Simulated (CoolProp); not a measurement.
Saturation properties of chlorine (Tc = 143.7 °C, pc = 7642 kPa, ω = 0.070).

Model: reference Helmholtz-energy equation of state, Thol 2021, in CoolProp.

| T (°C) | p (kPa) | liquid density (kg/m³) | vapour density (kg/m³) |
|---|---|---|---|
| -50.25 | 46.58 | 1608 | 1.809 |
| -45.65 | 58.75 | 1596 | 2.242 |
| -40.95 | 73.68 | 1583 | 2.764 |
| -36.35 | 91.06 | … | 3.362 |
| -31.65 | 112.0 | 1557 | 4.072 |
| -27.05 | 136.0 | … | … |
| -22.35 | 164.5 | 1531 | 5.810 |
| -17.75 | 196.7 | 1519 | … |

Task: Fill in the missing entries.

Result: 
- -36.35, liquid density (kg/m³): 1570
- -27.05, liquid density (kg/m³): 1545
- -27.05, vapour density (kg/m³): 4.872
- -17.75, vapour density (kg/m³): 6.856

It boils at -34.0 °C under 1 atm.
